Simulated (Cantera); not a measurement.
An adiabatic, constant-pressure homogeneous reactor starts with CH4 : H2 : O2 : N2 = 1 : 0.024 : 1.84 : 8.46 (molar parts), at 1425 K and 450 Torr.

Computed with Cantera and GRI-Mech 3.0 (53 species, 325 reactions).

Task: Predict: time of steepest temperature rise; temperature at 0.200 s; equilibrium temperature; x(H2) at 0.200 s; x(O2) at 0.200 s; x(NO) at 0.200 s; x(O) at 0.200 s.

Result: 
| Quantity | Value |
|---|---|
| time of steepest temperature rise | 4.05 ms |
| temperature at 0.200 s | 2619 K |
| equilibrium temperature | 2619 K |
| x(H2) at 0.200 s | 0.0195 (gas-phase equilibrium 0.0195) |
| x(O2) at 0.200 s | 0.00944 (gas-phase equilibrium 0.00944) |
| x(NO) at 0.200 s | 0.00569 (gas-phase equilibrium 0.00569) |
| x(O) at 0.200 s | 0.00319 (gas-phase equilibrium 0.00319) |
